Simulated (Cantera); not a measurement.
A perfectly stirred reactor is fed with H2 : O2 : N2 = 1 : 0.694 : 2.61 (molar parts), equivalence ratio 0.72, at 3.40 bar; it is adiabatic with a 523 K inlet, and is followed from long to short residence time, starting on the burning branch (τ in s: 0.022, 0.01, 0.0045, 0.002, 0.0009, 0.0004, 0.00018, 8.1e-05, 3.6e-05, 1.6e-05).

Cantera simulation using GRI-Mech 3.0 (53 species, 325 reactions); the numbers are that mechanism's predictions, not measurements. The hydrogen kinetics of GRI-Mech 3.0 are dated; newer H2 mechanisms differ, most at raised pressure.

Task: What does this change do: inlet temperature 523 to 498 K?

Result: 
| quantity | before | after |
|---|---|---|
| blow-out, bracketed by the residence times tried | burning at 16.0 µs, the shortest tried | burning at 16.0 µs, the shortest tried |
| x(H2) at τ = 22.0 ms | 0.000978 | 0.000894 |
| x(O2) at τ = 22.0 ms | 0.0495 | 0.0496 |
| x(NO2) at τ = 22.0 ms | 1.20e-6 | 1.01e-6 |
| x(NO) at τ = 22.0 ms | 0.00106 | 0.000864 |
| x(N2O) at τ = 22.0 ms | 5.88e-7 | 5.74e-7 |
| x(H2) at τ = 0.400 ms | 0.00485 | 0.00477 |
| x(O2) at τ = 0.400 ms | 0.0500 | 0.0501 |
| x(NO2) at τ = 0.400 ms | 9.85e-8 | 8.94e-8 |
| x(NO) at τ = 0.400 ms | 8.82e-5 | 7.80e-5 |
| x(N2O) at τ = 0.400 ms | 7.95e-7 | 7.99e-7 |

Task: What does this change do: H2 1 to 0.69 parts?

Result: 
| quantity | before | after |
|---|---|---|
| blow-out, bracketed by the residence times tried | burning at 16.0 µs, the shortest tried | burning at 16.0 µs, the shortest tried |
| x(H2) at τ = 22.0 ms | 0.000978 | 0.000141 |
| x(O2) at τ = 22.0 ms | 0.0495 | 0.0953 |
| x(NO2) at τ = 22.0 ms | 1.20e-6 | 5.62e-8 |
| x(NO) at τ = 22.0 ms | 0.00106 | 1.30e-5 |
| x(N2O) at τ = 22.0 ms | 5.88e-7 | 8.63e-7 |
| x(H2) at τ = 0.400 ms | 0.00485 | 0.00190 |
| x(O2) at τ = 0.400 ms | 0.0500 | 0.0948 |
| x(NO2) at τ = 0.400 ms | 9.85e-8 | 3.02e-8 |
| x(NO) at τ = 0.400 ms | 8.82e-5 | 8.66e-6 |
| x(N2O) at τ = 0.400 ms | 7.95e-7 | 1.48e-6 |

Task: What does this change do: inlet temperature 523 to 348 K?

Result: 
```tsv
quantity	before	after
blow-out, bracketed by the residence times tried	burning at 16.0 µs, the shortest tried	burning at 16.0 µs, the shortest tried
x(H2) at τ = 22.0 ms	0.000978	0.000540
x(O2) at τ = 22.0 ms	0.0495	0.0502
x(NO2) at τ = 22.0 ms	1.20e-6	3.28e-7
x(NO) at τ = 22.0 ms	0.00106	0.000225
x(N2O) at τ = 22.0 ms	5.88e-7	5.18e-7
x(H2) at τ = 0.400 ms	0.00485	0.00437
x(O2) at τ = 0.400 ms	0.0500	0.0505
x(NO2) at τ = 0.400 ms	9.85e-8	5.21e-8
x(NO) at τ = 0.400 ms	8.82e-5	3.86e-5
x(N2O) at τ = 0.400 ms	7.95e-7	8.28e-7
```
